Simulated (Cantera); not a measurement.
Feed: 1 mol Si, 0.89 mol SF6, 18 mol N2, at 750 °C and 135 Torr.

Equilibrium computed with Cantera from the NASA thermochemical tables; the gas is ideal and each condensed phase is pure. Candidate condensed phases: S, Si, Si3N4; 29 gas species. The tables' values for S2F2 (SSF2), SF3, FS2F (FSSF) are old estimates; treat these amounts as uncertain. Kinetics and transport are ignored.

Base state: N2 0.921, SiF4 0.0512, S2F2 (SSF2) 0.0182, SF4 0.00670, SF2 0.00204, SF3 0.000421, FS2F (FSSF) 1.14e-5, SF6 1.08e-5 (mole fractions); condensed: gas only.

Task: What changes in the equilibrium state with this change: temperature from 750 °C to 702 °C?

Result: 
```
species        before     after
-----------  --------  --------
N2              0.921     0.922
SiF4           0.0512    0.0512
S2F2 (SSF2)    0.0182    0.0185
SF2           0.00204   0.00125
SF4           0.00670   0.00704
SF6           1.08e-5   1.89e-5
SF3          0.000421  0.000287
```
The tables' values for S2F2 (SSF2), SF3 are old estimates; treat these amounts as uncertain.

Task: What changes in the equilibrium state with this change: temperature from 750 °C to 1152 °C?

Result: 
```
species       before    after
-----------  -------  -------
N2             0.921    0.916
SiF4          0.0512   0.0509
SF2          0.00204   0.0175
SF4          0.00670  0.00103
S2F2 (SSF2)   0.0182   0.0126
F            1.97e-8  8.25e-5
SF           5.28e-8  5.02e-5
S2           2.59e-7  9.10e-5
SF6          1.08e-5  3.50e-8
FS2F (FSSF)  1.14e-5  7.02e-5
```

Task: What changes in the equilibrium state with this change: SF6 from 0.89 to 0.83 mol?

Result: 
```tsv
species	before	after
N2	0.921	0.925
SiF4	0.0512	0.0514
S2F2 (SSF2)	0.0182	0.0195
SF4	0.00670	0.00198
SF6	1.08e-5	1.38e-6
SF3	0.000421	0.000189
SF2	0.00204	0.00139
FS2F (FSSF)	1.14e-5	1.23e-5
```
